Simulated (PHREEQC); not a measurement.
## Copper plating or etch bath

Make-up at 16 °C: 36 mmol/kgw CuCl2 and 0.031 mmol/kgw KCl. Closed to the air; pH follows from the charge balance.

Equilibrium calculation in PHREEQC: ion-association model, wateq4f.dat.

```json
{
  "pH": "4.58",
  "ionic_strength": "0.105 mol/kgw"
}
```

| species | molality | activity | log γ |
|---|---|---|---|
| Cl- | 0.0703 | 0.0537 | -0.117 |
| Cu+2 | 0.0343 | 0.0137 | -0.398 |
| CuCl+ | 0.00164 | 0.00126 | -0.114 |
| H+ | 3.22e-5 | 2.66e-5 | -0.083 |
| CuCl2 | 3.21e-5 | 3.29e-5 | 0.010 |
| K+ | 3.10e-5 | 2.37e-5 | -0.117 |
| Cu2(OH)2+2 | 1.24e-5 | 4.62e-6 | -0.428 |

This is a speciation only: nothing precipitates in the calculation. Examples of supersaturated solids here: Atacamite. Others may be too.
